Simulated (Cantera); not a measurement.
# Equilibrium for silicon oxide and oxynitride deposition: Si₂H₆ + NO

Charge: 1 mol Si₂H₆, 2.8 mol NO, held at 10.0 mbar.

Method: chemical equilibrium by Gibbs-energy minimisation in Cantera with the NASA 1993 tables (ideal gas, pure condensed phases). Candidate condensed phases: H₂O, Si, SiO₂, Si₂N₂O, Si₃N₄; 35 gas species. The feed counts by its element totals alone. Mutual solubility and eutectic melting of coexisting phases are not modelled. The tables hold silica as quartz up to 1696 K and as liquid above; real silica turns to tridymite and cristobalite and melts near 1996 K. Equilibrium is a limit: real reactors are often held back by kinetics, nucleation or transport.

```csv
T (K),x H₂,x N₂,x SiO,x H,x H₂O,x SiO₂,n SiO₂(β-quartz),n Si₂N₂O(s),n SiO₂(condensed)
973,0.750,0.250,<1e-12,9.36e-9,1.32e-5,<1e-12,1.20,0.400,0
1048,0.750,0.250,4.14e-11,6.69e-8,1.92e-5,<1e-12,1.20,0.400,0
1123,0.750,0.250,2.04e-9,3.69e-7,2.64e-5,<1e-12,1.20,0.400,0
1198,0.750,0.250,6.13e-8,1.65e-6,3.47e-5,<1e-12,1.20,0.400,0
1273,0.750,0.250,1.22e-6,6.18e-6,4.42e-5,<1e-12,1.20,0.400,0
1348,0.750,0.250,1.74e-5,2.00e-5,5.46e-5,1.01e-12,1.20,0.400,0
1423,0.750,0.250,0.000186,5.75e-5,6.60e-5,1.64e-11,1.20,0.400,0
1498,0.748,0.250,0.00155,0.000149,7.79e-5,2.01e-10,1.20,0.398,0
1573,0.739,0.250,0.0106,0.000350,8.95e-5,1.93e-9,1.19,0.386,0
1648,0.689,0.250,0.0600,0.000739,9.57e-5,1.50e-8,1.11,0.313,0
1723,0.535,0.250,0.214,0.00133,0.000114,9.65e-8,0,0,0.799
1798,0.533,0.250,0.214,0.00257,0.000524,5.22e-7,0,0,0.797
1873,0.529,0.249,0.215,0.00469,0.00211,2.45e-6,0,0,0.788
```
x: gas mole fraction; n: condensed amount in mol.

From 973 K to 1648 K the condensed part is SiO₂(β-quartz) + Si₂N₂O(s). From 1723 K to 1873 K the condensed part is SiO₂(condensed).
